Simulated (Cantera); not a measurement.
A perfectly stirred reactor is fed with CO : H2 : CH4 : O2 : N2 = 1 : 1 : 0.067 : 0.709 : 5.39 (molar parts), equivalence ratio 1.6, at 0.270 bar; it is adiabatic with a 375 K inlet, and is followed from long to short residence time, starting on the burning branch (τ in s: 0.038, 0.017, 0.0074, 0.0033, 0.0014, 0.00064, 0.00028, 0.00012, 5.5e-05).

Detailed kinetics in Cantera: GRI-Mech 3.0 (53 species, 325 reactions).

Predict: blow-out, bracketed by the residence times tried; x(CO) at τ = 38.0 ms; x(H2) at τ = 38.0 ms; x(CH4) at τ = 38.0 ms; x(N2O) at τ = 38.0 ms; x(CO) at τ = 1.40 ms; x(H2) at τ = 1.40 ms; x(CH4) at τ = 1.40 ms; x(N2O) at τ = 1.40 ms.


- blow-out, bracketed by the residence times tried: burning at 0.640 ms, out at 0.280 ms
- x(CO) at τ = 38.0 ms: 0.0716
- x(H2) at τ = 38.0 ms: 0.0361
- x(CH4) at τ = 38.0 ms: 3.34e-6
- x(N2O) at τ = 38.0 ms: 2.29e-9
- x(CO) at τ = 1.40 ms: 0.0711
- x(H2) at τ = 1.40 ms: 0.0330
- x(CH4) at τ = 1.40 ms: 6.50e-5
- x(N2O) at τ = 1.40 ms: 5.39e-9
